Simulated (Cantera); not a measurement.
A Cantera script and what it prints.

```python
import numpy as np
import cantera as ct

gas_names = """
    CL CLO CL2 Fe FeCL FeCL2 FeCL3 FeO Fe(OH)2 Fe2CL4 Fe2CL6 H HCL HOCL HO2 H2 H2O H2O2 O OH O2 O3
""".split()
cond_names = """
    Fe(a) Fe(c) Fe(d) Fe(L) FeCL2(s) FeCL2(L) FeCL3(s) FeCL3(L) FeO(s) FeO(L) Fe(OH)2(s) Fe(OH)3(s)
    Fe2O3(s) Fe3O4(s) H2O(s) H2O(L)
""".split()


# ... load() reads the species with a 1 bar reference pressure and builds the phases ...
atoms = {
    'Fe3O4': {'Fe': 3, 'O': 4},
    'HCl': {'H': 1, 'CL': 1},
    'H2': {'H': 2},
}
top_T = {'Fe2O3(s)': 1830, 'Fe3O4(s)': 1870}  # K; cautious upper limits of use, not melting points


# ... equilibrate(T, P, feed) seeds the gas with the atoms and calls Mixture.equilibrate('TP', solver="vcs", rtol=1e-11, max_steps=5000) ...
results = []
feed = {'Fe3O4': 1, 'HCl': 0.37, 'H2': 1.3}  # mol
P = 13332.2  # Pa
for T in [1148, 1198, 1248, 1298, 1348, 1398, 1448, 1498, 1548, 1598, 1648, 1698]:
    mix = equilibrate(T, P, feed)
    results.append((T, P, feed, dict(zip(mix.species_names, mix.species_moles))))

top = {s: max(r[3][s] / sum(r[3][g] for g in gas_names) for r in results) for s in gas_names}
cols = sorted((s for s in top if top[s] > 0.0001), key=lambda s: -top[s])[:8]
seen = [c for c in cond_names if any(r[3].get(c, 0) > 1e-12 for r in results)]
print("log10 of partial pressures in bar; condensed amounts in mol")
print(f"{'T/K':>10s}" + "".join(f"{s[:9]:>10s}" for s in cols + seen))
for T, P, feed, n in results:
    ng = sum(n[g] for g in gas_names)
    print(f"{T:10.4g}" + "".join(f"{np.log10(max(n[s] / ng * P / 1e5, 1e-99)):10.3f}" for s in cols)
          + "".join(f"{n.get(c, 0):10.4g}" for c in seen))
```

It prints:

```
log10 of partial pressures in bar; condensed amounts in mol
       T/K       H2O       HCL        H2     FeCL2         H        CL    FeO(s)    FeO(L)
      1148    -1.094    -1.553    -1.621    -3.111    -7.955    -7.942      2.99         0
      1198    -1.093    -1.559    -1.621    -3.013    -7.531    -7.531     2.988         0
      1248    -1.091    -1.566    -1.621    -2.927    -7.141    -7.154     2.985         0
      1298    -1.090    -1.573    -1.621    -2.852    -6.780    -6.806     2.982         0
      1348    -1.089    -1.581    -1.621    -2.786    -6.446    -6.485     2.979         0
      1398    -1.088    -1.589    -1.621    -2.727    -6.135    -6.187     2.977         0
      1448    -1.086    -1.597    -1.621    -2.675    -5.846    -5.911     2.974         0
      1498    -1.085    -1.605    -1.621    -2.630    -5.575    -5.653     2.971         0
      1548    -1.084    -1.613    -1.621    -2.589    -5.322    -5.412     2.968         0
      1598    -1.083    -1.621    -1.621    -2.553    -5.084    -5.186     2.965         0
      1648    -1.082    -1.629    -1.621    -2.521    -4.861    -4.975     2.962         0
      1698    -1.081    -1.633    -1.621    -2.506    -4.650    -4.772         0     2.961
```

Equilibrium computed with Cantera from the NASA thermochemical tables; the gas is ideal and each condensed phase is pure. The tables' stoichiometric FeO is somewhat more stable than real wüstite, so its field is too wide. FeO: taken at fixed stoichiometry.
